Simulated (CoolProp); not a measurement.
Vapour-liquid equilibrium of carbon dioxide (1) + n-butane (2) at 0.612 MPa; x and y are mole fractions of (1).

The numbers come from the multi-fluid Helmholtz-energy mixture model, Span 1996 and Bücker 2006; pair parameters Kunz 2012 in CoolProp.

```csv
x,bubble temperature (°C),y at the bubble point,dew temperature at overall composition x (°C),liquid density (mol/L)
0.05,24.1,0.596,___,9.877
0.2,-28.8,0.951,48.6,___
0.35,-41.7,0.977,40.5,12.60
0.5,-45.8,0.983,___,14.22
0.65,-47.5,0.986,19.6,___
0.8,-49.1,0.989,3.5,19.79
0.95,-51.5,___,-28.3,24.48
```

Q: What belongs in the gaps?

A: 
- 0.05, dew temperature at overall composition x (°C): 56.0
- 0.2, liquid density (mol/L): 11.35
- 0.5, dew temperature at overall composition x (°C): 31.1
- 0.65, liquid density (mol/L): 16.51
- 0.95, y at the bubble point: 0.996

No azeotrope shows between x = 0.05 and 0.95.

The pair parameters rest on a limited set of measurements; away from them the model extrapolates. With so large a gap from Raoult's law the liquid may split in two, which this calculation doesn't test in full.
